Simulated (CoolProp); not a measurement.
Oxygen at several states: density (kg/m³) from the reference equation and from simpler models built on Tc = -118.6 °C, pc = 50.46 bar, ω = 0.022; each cubic takes its own stable root.

Computed with CoolProp (reference Helmholtz-energy equation of state, Schmidt 1985). Above 300 K oxygen's equation is extrapolated.

```
T (°C)   p (bar)          phase  reference  van der Waals  Redlich-Kwong  Soave-Redlich-Kwong  Peng-Robinson
-------  -------  -------------  ---------  -------------  -------------  -------------------  -------------
-90.35     0.909            gas      1.921          1.921          1.921                1.921          1.922
-177.85    0.518            gas      2.121          2.112          2.120                2.119          2.120
602.65       136  supercritical      57.59          58.19          58.15                57.55          57.99
99.95       27.1            gas      28.03          28.25          28.10                27.96          28.15
-179.25     24.2         liquid       1128          778.1           1140                 1127           1272
```
